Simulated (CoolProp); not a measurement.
Vapour-liquid equilibrium of o-xylene (1) + n-decane (2) at 480.5 K; x and y are mole fractions of (1).

The numbers come from the multi-fluid Helmholtz-energy mixture model, Zhou 2012 and Lemmon 2006; pair parameters Bell 2016 in CoolProp.

```
x      bubble pressure (kPa)  y at the bubble point  dew pressure at overall composition x (kPa)  liquid density (mol/L)
-----  ---------------------  ---------------------  -------------------------------------------  ----------------------
0.05                   229.1                  0.083                                        225.4                   4.106
0.125                  243.0                  0.198                                        234.0                   4.242
0.2                    257.2             (withheld)                                        243.2                   4.385
0.275                  271.7                  0.398                                        253.3                   4.537
0.35                   286.3                  0.485                                        264.2                   4.698
0.425             (withheld)                  0.564                                        276.0                   4.869
0.5                    316.0                  0.637                                        289.0                   5.050
0.575                  331.1                  0.704                                        303.2                   5.243
0.65              (withheld)                  0.765                                        318.9                   5.450
0.725                  361.5                  0.822                                        336.2                   5.670
0.8                    376.9                  0.875                                        355.4                   5.906
0.875                  392.4                  0.925                                        376.8                   6.160
0.95                   407.9                  0.971                                        400.7                   6.432
```

Q: Some entries are withheld; supply them.

A: 
- 0.2, y at the bubble point: 0.303
- 0.425, bubble pressure (kPa): 301.1
- 0.65, bubble pressure (kPa): 346.2

No azeotrope shows between x = 0.05 and 0.95.

Pair parameters are fitted to limited data, so mixtures are less certain than the pure fluids.
